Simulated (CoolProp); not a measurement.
Nitrous oxide along the isobar 19.7 bar: density (kg/m³) from the reference equation and from simpler models built on Tc = 36.4 °C, pc = 72.45 bar, ω = 0.161; each cubic takes its own stable root.

Computed with CoolProp (reference Helmholtz-energy equation of state, Lemmon 2006). It is a short technical equation, of lower accuracy than the large ones.

| T (°C) | phase | reference | ideal gas | Soave-Redlich-Kwong | Peng-Robinson |
|---|---|---|---|---|---|
| -11.85 | gas | 49.36 | 39.91 | 48.71 | 49.42 |
| -6.05 | gas | 47.31 | 39.04 | [?] | 47.52 |
| -0.25 | gas | [?] | 38.21 | 45.19 | 45.80 |
| 5.65 | gas | [?] | 37.40 | 43.65 | 44.22 |
| 11.45 | gas | 42.43 | 36.64 | [?] | [?] |
| 17.25 | gas | 41.11 | 35.91 | 40.98 | 41.49 |
| 23.05 | gas | 39.91 | 35.21 | 39.80 | 40.28 |
| 28.85 | gas | 38.79 | 34.53 | 38.70 | 39.16 |
| 34.65 | gas | 37.75 | 33.88 | 37.68 | 38.11 |
| 40.45 | gas | 36.78 | 33.25 | 36.72 | 37.13 |
| 46.35 | gas | 35.86 | [?] | 35.80 | 36.19 |
| 52.15 | gas | [?] | [?] | 34.95 | 35.32 |

Some entries are withheld; supply them.


- -6.05, Soave-Redlich-Kwong: 46.86
- -0.25, reference: 45.51
- 5.65, reference: 43.87
- 11.45, Soave-Redlich-Kwong: 42.26
- 11.45, Peng-Robinson: 42.80
- 46.35, ideal gas: 32.64
- 52.15, reference: 35.01
- 52.15, ideal gas: 32.06
